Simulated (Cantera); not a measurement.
Input: 1 mol HMDSO, 2.4 mol H2O, 0.79 mol H2, 7.5 mol CO2, held at 360 Pa.

Equilibrium computed with Cantera from the NASA thermochemical tables; the gas is ideal and each condensed phase is pure. Candidate condensed phases: C, C6H6, C7H8, C8H18, H2O, Si, SiC, SiO2; 123 gas species. The feed counts by its element totals alone. The tables hold silica as quartz up to 1696 K and as liquid above; real silica turns to tridymite and cristobalite and melts near 1996 K. Kinetics and transport are ignored.

Q: What share of the Si ends up in condensed phases as a function of T (K), at 1323, 1373, 1423, 1473, 1523, 1573, 1623, 1673, 1723, 1773, 1823?

A: 
```csv
T (K),Si condensed (%),as
1323,100.0,SiO2(β-quartz)
1373,100.0,SiO2(β-quartz)
1423,100.0,SiO2(β-quartz)
1473,100.0,SiO2(β-quartz)
1523,100.0,SiO2(β-quartz)
1573,99.9,SiO2(β-quartz)
1623,99.7,SiO2(β-quartz)
1673,99.1,SiO2(β-quartz)
1723,97.4,SiO2(condensed)
1773,93.3,SiO2(condensed)
1823,85.0,SiO2(condensed)
```
